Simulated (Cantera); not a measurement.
A perfectly stirred reactor is fed with CH4 : H2 : O2 : N2 = 1 : 0.089 : 3.3 : 12.4 (molar parts), at 0.210 bar; it is adiabatic with a 698 K inlet, and is followed from long to short residence time, starting on the burning branch (τ in s: 0.34, 0.12, 0.045, 0.016, 0.0058, 0.0021, 0.00076, 0.00028, 0.0001, 3.6e-05, 1.3e-05).

Detailed kinetics in Cantera: GRI-Mech 3.0 (53 species, 325 reactions).

### Question
Predict: blow-out, bracketed by the residence times tried; x(CH4) at τ = 0.340 s; x(H2) at τ = 0.340 s; x(O2) at τ = 0.340 s; x(H2O) at τ = 0.340 s; x(CH4) at τ = 2.10 ms; x(H2) at τ = 2.10 ms; x(O2) at τ = 2.10 ms; x(C2H2) at τ = 2.10 ms; x(H2O) at τ = 2.10 ms.

### Answer
- blow-out, bracketed by the residence times tried: burning at 0.280 ms, out at 0.100 ms
- x(CH4) at τ = 0.340 s: 3.47e-6
- x(H2) at τ = 0.340 s: 0.000590
- x(O2) at τ = 0.340 s: 0.0743
- x(H2O) at τ = 0.340 s: 0.122
- x(CH4) at τ = 2.10 ms: 0.000144
- x(H2) at τ = 2.10 ms: 0.00543
- x(O2) at τ = 2.10 ms: 0.0782
- x(C2H2) at τ = 2.10 ms: 2.41e-9
- x(H2O) at τ = 2.10 ms: 0.109
